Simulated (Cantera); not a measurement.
Cu₂O + CH₄ + H₂ (carbothermic reduction)

Feed: 1 mol Cu₂O, 1.6 mol CH₄, 3.4 mol H₂, at 0.0450 bar.

Cantera equilibrium calculation (NASA polynomials, part measured and part estimated; ideal gas, pure solids and liquids). Candidate condensed phases: C, C₆H₆, C₇H₈, C₈H₁₈, Cu, CuO, Cu(OH)₂, Cu₂O, H₂O; 113 gas species. Kinetics and transport are ignored.

```json
[
 {"T (K)": "1498", "x H₂": "0.868", "x Cu": "0.000177", "x CO": "0.132", "x H": "7.55e-5", "x C₂H₂ (acetylene)": "7.65e-6", "x Cu₂": "6.84e-8", "x CH₄": "8.80e-5", "x H₂O": "8.95e-6", "n C(graphite)": "0.599", "n Cu(l)": "2.00"},
 {"T (K)": "1598", "x H₂": "0.867", "x Cu": "0.000858", "x CO": "0.131", "x H": "0.000234", "x C₂H₂ (acetylene)": "2.34e-5", "x Cu₂": "6.07e-7", "x CH₄": "5.57e-5", "x H₂O": "4.54e-6", "n C(graphite)": "0.599", "n Cu(l)": "1.99"},
 {"T (K)": "1698", "x H₂": "0.865", "x Cu": "0.00344", "x CO": "0.131", "x H": "0.000634", "x C₂H₂ (acetylene)": "6.23e-5", "x Cu₂": "4.12e-6", "x CH₄": "3.71e-5", "x H₂O": "2.49e-6", "n C(graphite)": "0.599", "n Cu(l)": "1.97"},
 {"T (K)": "1798", "x H₂": "0.857", "x Cu": "0.0118", "x CO": "0.130", "x H": "0.00154", "x C₂H₂ (acetylene)": "0.000148", "x Cu₂": "2.23e-5", "x CH₄": "2.56e-5", "x H₂O": "1.44e-6", "n C(graphite)": "0.598", "n Cu(l)": "1.91"},
 {"T (K)": "1898", "x H₂": "0.834", "x Cu": "0.0352", "x CO": "0.127", "x H": "0.00337", "x C₂H₂ (acetylene)": "0.000314", "x Cu₂": "0.000100", "x CH₄": "1.77e-5", "x H₂O": "8.56e-7", "n C(graphite)": "0.595", "n Cu(l)": "1.72"},
 {"T (K)": "1998", "x H₂": "0.780", "x Cu": "0.0939", "x CO": "0.119", "x H": "0.00668", "x C₂H₂ (acetylene)": "0.000591", "x Cu₂": "0.000385", "x CH₄": "1.17e-5", "x H₂O": "4.92e-7", "n C(graphite)": "0.590", "n Cu(l)": "1.20"},
 {"T (K)": "2098", "x H₂": "0.677", "x Cu": "0.205", "x CO": "0.104", "x H": "0.0119", "x C₂H₂ (acetylene)": "0.000967", "x Cu₂": "0.00105", "x CH₄": "6.84e-6", "x H₂O": "2.55e-7", "n C(graphite)": "0.581", "n Cu(l)": "0"},
 {"T (K)": "2198", "x H₂": "0.668", "x Cu": "0.205", "x CO": "0.103", "x H": "0.0215", "x C₂H₂ (acetylene)": "0.00169", "x Cu₂": "0.000627", "x CH₄": "5.30e-6", "x H₂O": "1.78e-7", "n C(graphite)": "0.567", "n Cu(l)": "0"}
]
```
x: gas mole fraction; n: condensed amount in mol.

From 1498 K to 1998 K the condensed part is C(graphite) + Cu(l). From 2098 K to 2198 K the condensed part is C(graphite). The main Cu-bearing gas is Cu throughout.
